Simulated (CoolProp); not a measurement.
Water along the isobar 70500 kPa: density (kg/m³) from the reference equation and from simpler models built on Tc = 647.1 K, pc = 22060 kPa, ω = 0.344; each cubic takes its own stable root.

Model: reference Helmholtz-energy equation of state, Wagner 2002, in CoolProp.

| T (K) | phase | reference |
|---|---|---|
| 543.9 | liquid | 833.9 |
| 552.6 | liquid | 823.6 |
| 561.2 | liquid | 813.0 |
| 569.9 | liquid | 802.0 |
| 578.5 | liquid | 790.8 |
| 587.2 | liquid | 779.2 |
| 595.8 | liquid | 767.3 |
| 604.5 | liquid | 754.8 |
| 613.1 | liquid | 742.1 |
| 621.8 | liquid | 728.8 |
| 630.4 | liquid | 715.2 |
| 639 | liquid | 701.1 |

Q: How far does each simpler model (van der Waals, Redlich-Kwong, Soave-Redlich-Kwong, Peng-Robinson) lie from the reference over these 12 states: mean and median of the absolute difference, and the worst?

A: 
- van der Waals: mean 47.5 %, median 47.7 %, worst -49.1 % at 543.9 K and 70500 kPa
- Redlich-Kwong: mean 31.2 %, median 31.2 %, worst -31.3 % at 587.2 K and 70500 kPa
- Soave-Redlich-Kwong: mean 29.6 %, median 29.6 %, worst -30.6 % at 639 K and 70500 kPa
- Peng-Robinson: mean 21.1 %, median 21.0 %, worst -22.6 % at 639 K and 70500 kPa
